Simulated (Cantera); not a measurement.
An isothermal, constant-pressure homogeneous reactor starts with CH₄ : CO₂ : H₂ = 1 : 0.84 : 0.074 (molar parts), at 1648 K and 0.987 atm. Integrator tolerance rtol = 1e-08.

Model: GRI-Mech 3.0 (53 species, 325 reactions), integrated in Cantera.

Q: What does this change do: temperature 1648 to 1225 K?

A: 
```json
[
 {"quantity": "x(CH₄) at 70.0 s", "before": "0.00953 (gas-phase equilibrium 0.00950)", "after": "0.474 (gas-phase equilibrium 0.0449)"},
 {"quantity": "x(CO₂) at 70.0 s", "before": "3.38e-5 (gas-phase equilibrium 1.56e-6)", "after": "0.406 (gas-phase equilibrium 0.000198)"},
 {"quantity": "x(H₂) at 70.0 s", "before": "0.521 (gas-phase equilibrium 0.522)", "after": "0.0621 (gas-phase equilibrium 0.487)"},
 {"quantity": "x(O) at 70.0 s", "before": "<1e-12 (gas-phase equilibrium <1e-12)", "after": "<1e-12 (gas-phase equilibrium <1e-12)"},
 {"quantity": "x(C₂H) at 70.0 s", "before": "8.69e-9 (gas-phase equilibrium 8.66e-9)", "after": "<1e-12 (gas-phase equilibrium <1e-12)"},
 {"quantity": "x(C₂H₄) at 70.0 s", "before": "0.000620 (gas-phase equilibrium 0.000618)", "after": "0.00647 (gas-phase equilibrium 6.72e-5)"},
 {"quantity": "x(OH) at 70.0 s", "before": "6.94e-10 (gas-phase equilibrium 3.21e-11)", "after": "9.57e-11 (gas-phase equilibrium 1.24e-12)"}
]
```
